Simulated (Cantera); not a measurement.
## Adiabatic ignition

An adiabatic, constant-pressure homogeneous reactor starts with 1.61 % C₃H₈, 20.6 % O₂, 77.7 % N₂, at 1450 K and 13.8 atm.

Computed with Cantera and GRI-Mech 3.0 (53 species, 325 reactions). GRI-Mech 3.0 was tuned for natural gas; its chemistry of propane as a main component is partial and can be far from experiment. The pressure lies above the range GRI-Mech 3.0 was tuned for (to about 10 atm).

```
t (s)     T (K)   x C₃H₈   x O₂    x C₂H₄     x C₂H   x C₂H₂     x OH  x CH₂CO
--------  -----  -------  -----  --------  --------  -------  -------  -------
3.00e-6    1449   0.0158  0.206  0.000274    <1e-12  2.89e-8  3.51e-6  2.63e-7
9.53e-6    1451   0.0144  0.205   0.00170  2.11e-12  1.36e-6  7.31e-6  1.36e-5
3.03e-5    1925  1.28e-9  0.142  0.000118   1.54e-7  3.30e-5  0.00395  0.00107
9.62e-5    2291   <1e-12  0.123    <1e-12    <1e-12   <1e-12  0.00254   <1e-12
0.000306   2291   <1e-12  0.123    <1e-12    <1e-12   <1e-12  0.00253   <1e-12
0.000972   2290   <1e-12  0.123    <1e-12    <1e-12   <1e-12  0.00252   <1e-12
0.00309    2289   <1e-12  0.122    <1e-12    <1e-12   <1e-12  0.00251   <1e-12
0.00981    2284   <1e-12  0.121    <1e-12    <1e-12   <1e-12  0.00246   <1e-12
0.0312     2274   <1e-12  0.119    <1e-12    <1e-12   <1e-12  0.00236   <1e-12
0.0990     2268   <1e-12  0.118    <1e-12    <1e-12   <1e-12  0.00230   <1e-12
0.315      2268   <1e-12  0.118    <1e-12    <1e-12   <1e-12  0.00230   <1e-12
1.00       2268   <1e-12  0.118    <1e-12    <1e-12   <1e-12  0.00230   <1e-12
```
x: mole fraction; the columns are a selection and need not sum to one.

The time of steepest temperature rise is 29.9 µs. The temperature at 1.00 s comes out as 2268 K. The equilibrium temperature comes out as 2268 K and the x(C₃H₈) at 1.00 s comes out as <1e-12 (gas-phase equilibrium <1e-12). The x(O₂) at 1.00 s is 0.118 (gas-phase equilibrium 0.118) and the x(C₂H₄) at 1.00 s comes out as <1e-12 (gas-phase equilibrium <1e-12).
